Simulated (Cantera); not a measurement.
An adiabatic, constant-pressure homogeneous reactor starts with 5.31 % CO, 4.03 % H2, 1.33 % CH4, 18.8 % O2, 70.6 % N2, equivalence ratio 0.39, at 1400 K and 8.50 bar.

Detailed kinetics in Cantera: GRI-Mech 3.0 (53 species, 325 reactions).

**Question.** Predict: time of steepest temperature rise; temperature at 0.100 s; equilibrium temperature; x(CO) at 0.100 s; x(H2) at 0.100 s.

**Answer.** 
| Quantity | Result |
|---|---|
| time of steepest temperature rise | 10.0 µs |
| temperature at 0.100 s | 2316 K |
| equilibrium temperature | 2316 K |
| x(CO) at 0.100 s | 0.000903 (gas-phase equilibrium 0.000902) |
| x(H2) at 0.100 s | 0.000159 (gas-phase equilibrium 0.000159) |
